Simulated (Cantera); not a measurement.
A perfectly stirred reactor is fed with C₃H₈ : O₂ : N₂ : CO₂ = 1 : 8.2 : 30.8 : 1.2 (molar parts), equivalence ratio 0.61, at 4.93 atm; it is adiabatic with a 350 K inlet, and is followed from long to short residence time, starting on the burning branch (τ in s: 0.093, 0.047, 0.024, 0.012, 0.0062, 0.0031, 0.0016, 0.00081, 0.00041, 0.00021, 0.00011, 5.4e-05).

Computed with Cantera and GRI-Mech 3.0 (53 species, 325 reactions). GRI-Mech 3.0 was tuned for natural gas; its chemistry of propane as a main component is partial and can be far from experiment.

One state of this run: T (K) = 1657; x C₃H₈ = 2.66e-5; x O₂ = 0.0784; x CH₃ = 1.76e-5; x C₂H₄ = 7.24e-5; x HCO = 4.98e-7; x NO = 3.58e-6; x H₂ = 0.000362. x: mole fraction; the columns are a selection and need not sum to one.

Task: Which value of τ (s) does it belong to?
A) 0.047
B) 0.0062
C) 0.00081
D) 0.0031

Result: C, 0.00081
